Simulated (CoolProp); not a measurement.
Octamethylcyclotetrasiloxane (D4) along the isobar 73 bar: Z from the reference equation and from simpler models built on Tc = 313.4 °C, pc = 13.47 bar, ω = 0.598; each cubic takes its own stable root.

The numbers come from the reference Helmholtz-energy equation of state, Thol 2015 in CoolProp.

```
T (°C)          phase  reference
------  -------------  ---------
258.65         liquid     0.7000
267.45         liquid     0.6995
276.25         liquid     0.6994
285.15         liquid     0.6999
293.95         liquid     0.7009
302.75         liquid     0.7024
311.55         liquid     0.7045
320.35  supercritical     0.7071
329.25  supercritical     0.7103
338.05  supercritical     0.7141
346.85  supercritical     0.7185
```

Problem. How far does each simpler model (van der Waals, Soave-Redlich-Kwong, Peng-Robinson) lie from the reference over these 11 states: mean and median of the absolute difference, and the worst?

Solution. 
- van der Waals: mean 38.8 %, median 39.1 %, worst +45.6 % at 258.65 °C and 73 bar
- Soave-Redlich-Kwong: mean 6.9 %, median 6.9 %, worst +7.7 % at 346.85 °C and 73 bar
- Peng-Robinson: mean 4.0 %, median 4.2 %, worst -4.9 % at 258.65 °C and 73 bar
